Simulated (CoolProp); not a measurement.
A simple Rankine cycle with 1,2-dichloroethane: condensing at 308.15 K, boiler at 2.2 MPa, turbine inlet 499 K, turbine efficiency 0.7, pump efficiency 0.7, no recuperator. Each further row changes one setting.

Computed with CoolProp (reference Helmholtz-energy equation of state, Thol 2015).

```tsv
case	thermal efficiency (%)	net work (kJ/kg)	heat in (kJ/kg)	turbine exit temperature (K)	volume ratio over the turbine
as stated	15.7	43.2	276	308.1	893
condensing temperature 300.15 K	16.5	47.2	286	300.2	1280
boiler pressure 1.54 MPa	19.8	99.3	502	369.4	82.7
turbine efficiency 0.6	13.3	36.7	276	308.1	918
```

The expansion ends wet for: as stated; condensing temperature 300.15 K; turbine efficiency 0.6.
